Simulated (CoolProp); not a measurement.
Properties of R11 along the isotherm 376.2 K.

The numbers come from the reference Helmholtz-energy equation of state, Jacobsen 1992 in CoolProp.

| p (MPa) | phase | cp (kJ/(kg K)) | cv (kJ/(kg K)) |
|---|---|---|---|
| 0.0209 | gas | 0.6282 | 0.5669 |
| 0.0338 | gas | 0.6291 | … |
| 0.0546 | gas | 0.6305 | 0.5677 |
| 0.0882 | gas | 0.6329 | 0.5687 |
| 0.142 | gas | 0.6370 | … |
| 0.23 | gas | 0.6445 | … |
| 0.372 | gas | 0.6590 | … |
| 0.601 | gas | 0.6908 | … |
| 0.97 | liquid | 0.9954 | 0.6311 |
| 1.57 | liquid | 0.9901 | 0.6305 |
| 2.53 | liquid | … | 0.6296 |
| 4.09 | liquid | 0.9713 | 0.6285 |
| 6.61 | liquid | 0.9565 | 0.6273 |

What belongs in the gaps?


- 0.0338, cv (kJ/(kg K)): 0.5672
- 0.142, cv (kJ/(kg K)): 0.5703
- 0.23, cv (kJ/(kg K)): 0.5732
- 0.372, cv (kJ/(kg K)): 0.5790
- 0.601, cv (kJ/(kg K)): 0.5914
- 2.53, cp (kJ/(kg K)): 0.9823
